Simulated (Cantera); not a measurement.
A Cantera script and what it prints.

```python
import numpy as np
import cantera as ct

gas_names = """
    B BH BH2 BH3 BN BO BO2 B2 B2O B2O2 B2O3 B3O3H3 H HBO HBO2 HNO HNO2 HNO3 HO2 H2 H2O H2O2 H3B3O6 N NH
    NH2 NH3 NH2OH NO NO2 NO3 N2 N2H2 N2H4 N2O O OH O2 O3
""".split()
cond_names = """
    B(b) B(L) BN(s) B2O3(L) B3O3H3(cr) H2O(s) H2O(L)
""".split()


def load(file, names, dense=False):
    # The tables refer to 1 bar. Condensed volumes are neglected.
    table = {s.name: s for s in ct.Species.list_from_file(file)}
    out = []
    for n in names:
        d = dict(table[n].input_data)
        d["thermo"] = dict(d["thermo"], **{"reference-pressure": 1e5})
        if dense:
            d["equation-of-state"] = {"model": "constant-volume", "density": "1e6 g/cm^3"}
        out.append(ct.Species.from_dict(d))
    return out


gas = ct.Solution(thermo="ideal-gas", species=load("nasa_gas.yaml", gas_names))
cond = {s.name: ct.Solution(thermo="fixed-stoichiometry", species=[s], name=s.name)
        for s in load("nasa_condensed.yaml", cond_names, dense=True)}
atoms = {
    'borazine': {'B': 3, 'N': 3, 'H': 6},
    'H2O': {'H': 2, 'O': 1},
    'N2': {'N': 2},
}
top_T = {'BN(s)': 3200}  # K; cautious upper limits of use, not melting points


def equilibrate(T, P, feed):
    n = {}
    for name, mol in feed.items():
        for a, k in atoms[name].items():
            n[a] = n.get(a, 0.0) + k * mol
    gas.TPX = T, P, n
    mass = sum(n.values()) * gas.mean_molecular_weight
    gas.equilibrate("TP")
    valid = [c for c in cond.values() if c.min_temp <= T <= top_T.get(c.name, c.max_temp)]
    mix = ct.Mixture([(gas, mass / gas.mean_molecular_weight)] + [(c, 0.0) for c in valid])
    mix.T, mix.P = T, P
    mix.equilibrate("TP", solver="vcs", rtol=1e-11, max_steps=5000)
    return mix


results = []
feed = {'borazine': 1, 'H2O': 0.34, 'N2': 0.5}  # mol
P = 17000  # Pa
for T in [1773, 1823, 1873, 1923, 1973, 2023, 2073]:
    mix = equilibrate(T, P, feed)
    results.append((T, P, feed, dict(zip(mix.species_names, mix.species_moles))))

top = {s: max(r[3][s] / sum(r[3][g] for g in gas_names) for r in results) for s in gas_names}
cols = sorted((s for s in top if top[s] > 1e-05), key=lambda s: -top[s])[:5]
seen = [c for c in cond_names if any(r[3].get(c, 0) > 1e-12 for r in results)]
print("log10 of partial pressures in bar; condensed amounts in mol")
print(f"{'T/K':>10s}" + "".join(f"{s[:9]:>10s}" for s in cols + seen))
for T, P, feed, n in results:
    ng = sum(n[g] for g in gas_names)
    print(f"{T:10.4g}" + "".join(f"{np.log10(max(n[s] / ng * P / 1e5, 1e-99)):10.3f}" for s in cols)
          + "".join(f"{n.get(c, 0):10.4g}" for c in seen))
```

Output:

```
log10 of partial pressures in bar; condensed amounts in mol
       T/K        H2        N2       HBO      HBO2      B2O3     BN(s)
      1773    -0.866    -1.590    -2.511    -2.600    -2.760     2.768
      1823    -0.868    -1.586    -2.395    -2.694    -2.787     2.753
      1873    -0.871    -1.583    -2.296    -2.804    -2.843     2.736
      1923    -0.874    -1.579    -2.215    -2.933    -2.933     2.719
      1973    -0.877    -1.576    -2.151    -3.082    -3.059     2.703
      2023    -0.880    -1.573    -2.105    -3.253    -3.222      2.69
      2073    -0.883    -1.571    -2.075    -3.442    -3.417     2.679
```

Equilibrium computed with Cantera from the NASA thermochemical tables; the gas is ideal and each condensed phase is pure. The feed counts by its element totals alone. The tables' values for BH2 are old estimates; treat these amounts as uncertain.
